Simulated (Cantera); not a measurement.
Charge: 1 mol SiHCl₃, 24 mol NH₃, 0.17 mol H₂, equilibrated at 24.0 Pa.

Cantera equilibrium calculation (NASA polynomials, part measured and part estimated; ideal gas, pure solids and liquids). Candidate condensed phases: NH₄Cl, Si, Si₃N₄; 28 gas species. Gases not in the tables: Si₂H₆ and higher silanes. Kinetics and transport are ignored.

Question: Which condensed phases are stable at each of these points (T (°C)): 1075, 1125, 1175, 1225, 1275, 1325, 1375, 1425, 1475, 1525, 1575, 1625, 1675?

Answer: 
```json
[
 {"T (°C)": "1075", "condensed phases": "Si₃N₄(s)", "Si condensed (%)": "93.5"},
 {"T (°C)": "1125", "condensed phases": "Si₃N₄(s)", "Si condensed (%)": "86.6"},
 {"T (°C)": "1175", "condensed phases": "Si₃N₄(s)", "Si condensed (%)": "75.6"},
 {"T (°C)": "1225", "condensed phases": "Si₃N₄(s)", "Si condensed (%)": "60.8"},
 {"T (°C)": "1275", "condensed phases": "Si(s)", "Si condensed (%)": "56.2"},
 {"T (°C)": "1325", "condensed phases": "Si(s)", "Si condensed (%)": "53.9"},
 {"T (°C)": "1375", "condensed phases": "Si(s)", "Si condensed (%)": "49.2"},
 {"T (°C)": "1425", "condensed phases": "Si(l)", "Si condensed (%)": "39.6"},
 {"T (°C)": "1475", "condensed phases": "Si(l)", "Si condensed (%)": "22.9"},
 {"T (°C)": "1525", "condensed phases": "gas only", "Si condensed (%)": "0.0"},
 {"T (°C)": "1575", "condensed phases": "gas only", "Si condensed (%)": "0.0"},
 {"T (°C)": "1625", "condensed phases": "gas only", "Si condensed (%)": "0.0"},
 {"T (°C)": "1675", "condensed phases": "gas only", "Si condensed (%)": "0.0"}
]
```

From 1075 °C to 1225 °C the condensed part is Si₃N₄(s). From 1275 °C to 1375 °C the condensed part is Si(s). From 1425 °C to 1475 °C the condensed part is Si(l). From 1525 °C to 1675 °C nothing is condensed.
